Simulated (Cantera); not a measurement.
Cantera run:

```python
import numpy as np
import cantera as ct

gas_names = [...]  # 92 gases of nasa_gas.yaml made of C, H, N
cond_names = """
    C(gr) C6H6(L) C7H8(L) C8H18(L),n-octa
""".split()


# ... load() reads the species with a 1 bar reference pressure and builds the phases ...
atoms = {
    'n-butane': {'C': 4, 'H': 10},
    'H2': {'H': 2},
    'NH3': {'N': 1, 'H': 3},
}
top_T = {'C(gr)': 4500}  # K; cautious upper limits of use, not melting points


# ... equilibrate(T, P, feed) seeds the gas with the atoms and calls Mixture.equilibrate('TP', solver="vcs", rtol=1e-11, max_steps=5000) ...
results = []
feed = {'n-butane': 1, 'H2': 1, 'NH3': 0.46}  # mol
P = 280  # Pa
for T in [1773, 1848, 1923, 1998, 2073, 2148, 2223]:
    mix = equilibrate(T, P, feed)
    results.append((T, P, feed, dict(zip(mix.species_names, mix.species_moles))))

top = {s: max(r[3][s] / sum(r[3][g] for g in gas_names) for r in results) for s in gas_names}
cols = sorted((s for s in top if top[s] > 0.0001), key=lambda s: -top[s])[:9]
seen = [c for c in cond_names if any(r[3].get(c, 0) > 1e-12 for r in results)]
print("log10 of partial pressures in bar; condensed amounts in mol")
print(f"{'T/K':>10s}" + "".join(f"{s[:9]:>10s}" for s in cols + seen))
for T, P, feed, n in results:
    ng = sum(n[g] for g in gas_names)
    print(f"{T:10.4g}" + "".join(f"{np.log10(max(n[s] / ng * P / 1e5, 1e-99)):10.3f}" for s in cols)
          + "".join(f"{n.get(c, 0):10.4g}" for c in seen))
```

Output:

```
log10 of partial pressures in bar; condensed amounts in mol
       T/K        H2         H        N2       HCN C2H2,acet       HNC     C(gr)
      1773    -2.570    -4.831    -4.039    -5.574    -6.424    -7.022     3.991
      1848    -2.572    -4.562    -4.043    -5.420    -6.162    -6.796     3.987
      1923    -2.576    -4.314    -4.048    -5.280    -5.921    -6.589      3.98
      1998    -2.582    -4.086    -4.056    -5.153    -5.702    -6.400     3.971
      2073    -2.590    -3.875    -4.066    -5.039    -5.502    -6.229     3.959
      2148    -2.604    -3.682    -4.079    -4.937    -5.321    -6.074     3.943
      2223    -2.623    -3.505    -4.096    -4.848    -5.160    -5.936     3.923
```

Equilibrium computed with Cantera from the NASA thermochemical tables; the gas is ideal and each condensed phase is pure.
